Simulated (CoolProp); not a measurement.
Saturation properties of trans-2-butene (Tc = 428.6 K, pc = 40.19 bar, ω = 0.210).

Model: reference Helmholtz-energy equation of state, Lemmon 2005, in CoolProp. It is a short technical equation, of lower accuracy than the large ones.

```csv
T (K),p (bar),liquid density (kg/m³),enthalpy of vaporisation (kJ/kg),liquid cp (kJ/(kg K)),vapour Z,surface tension (mN/m)
251.2,0.3868,651.4,425.5,2.139,0.9779,19.0
263.3,0.6599,638.3,415.0,2.181,0.9682,17.4
275.3,1.063,625.0,404.0,2.227,0.9562,15.9
287.4,1.644,611.2,392.4,2.279,0.9414,14.4
299.4,2.435,597.0,380.1,2.336,0.9238,12.9
311.5,3.498,582.2,366.9,2.400,0.9029,11.5
323.5,4.866,566.7,352.7,2.471,0.8789,10.1
335.6,6.617,550.3,337.2,2.552,0.8510,8.70
347.6,8.779,532.9,320.2,2.646,0.8193,7.37
359.7,11.45,514.0,301.2,2.760,0.7826,6.08
371.7,14.65,493.4,280.0,2.903,0.7409,4.84
383.8,18.51,470.1,255.2,3.101,0.6921,3.65
395.8,23.04,443.4,225.9,3.402,0.6348,2.54
407.9,28.45,410.2,188.6,3.994,0.5634,1.51
```

It boils at 274.0 K under 1 atm.

Surface tension comes from a separate correlation (Mulero 2014).
